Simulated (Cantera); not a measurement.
Charge: 1 mol CuO, 2.7 mol CH4, 1.1 mol N2, equilibrated at 0.520 bar.

Equilibrium computed with Cantera from the NASA thermochemical tables; the gas is ideal and each condensed phase is pure. Candidate condensed phases: C, C6H6, C7H8, C8H18, Cu, CuO, Cu(OH)2, Cu2O, H2O; 139 gas species. Equilibrium is a limit: real reactors are often held back by kinetics, nucleation or transport.

### Question
Which condensed phases are stable at each of these points (T (K)): 1848, 1948, 2048, 2148, 2248, 2348, 2448, 2548, 2648?

### Answer
```json
[
 {"T (K)": "1848", "condensed phases": "C(graphite) + Cu(l)", "Cu condensed (%)": "98.7"},
 {"T (K)": "1948", "condensed phases": "C(graphite) + Cu(l)", "Cu condensed (%)": "96.2"},
 {"T (K)": "2048", "condensed phases": "C(graphite) + Cu(l)", "Cu condensed (%)": "90.2"},
 {"T (K)": "2148", "condensed phases": "C(graphite) + Cu(l)", "Cu condensed (%)": "76.7"},
 {"T (K)": "2248", "condensed phases": "C(graphite) + Cu(l)", "Cu condensed (%)": "47.7"},
 {"T (K)": "2348", "condensed phases": "C(graphite)", "Cu condensed (%)": "0.0"},
 {"T (K)": "2448", "condensed phases": "C(graphite)", "Cu condensed (%)": "0.0"},
 {"T (K)": "2548", "condensed phases": "C(graphite)", "Cu condensed (%)": "0.0"},
 {"T (K)": "2648", "condensed phases": "C(graphite)", "Cu condensed (%)": "0.0"}
]
```

From 1848 K to 2248 K the condensed part is C(graphite) + Cu(l). From 2348 K to 2648 K the condensed part is C(graphite).
